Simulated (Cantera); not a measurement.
A closed system holds: 1 mol CS2, 0.011 mol SO2, 0.15 mol H2, equilibrated at 1452 °C and 1.50e7 Pa.

Equilibrium computed with Cantera from the NASA thermochemical tables; the gas is ideal and each condensed phase is pure. Candidate condensed phases: C, C6H6, C7H8, C8H18, H2O, H2SO4, S; 123 gas species. The ideal-gas law is rough above about 30 bar. Rates play no part.

Base state: CS2 0.695, S2 0.149, H2S 0.117, H2 0.0175, CO 0.0161, COS 0.00370, SH 0.00180, CS 0.000456 (mole fractions); condensed: C(graphite).

**Question.** What changes in the equilibrium state with this change: temperature from 1452 °C to 725 °C?

**Answer.** 
```
species             before    after
----------------  --------  -------
H2S                  0.117    0.599
CS2                  0.695    0.272
COS                0.00370   0.0714
S2                   0.149   0.0350
H2                  0.0175  0.00189
CO                  0.0161  0.00712
S8                 1.02e-8  0.00836
CS                0.000456  4.31e-9
S                  1.24e-5    <1e-9
C(graphite), mol     0.205    0.912
S(l), mol                0     1.67
```
Gases not in the tables: S3 to S7.
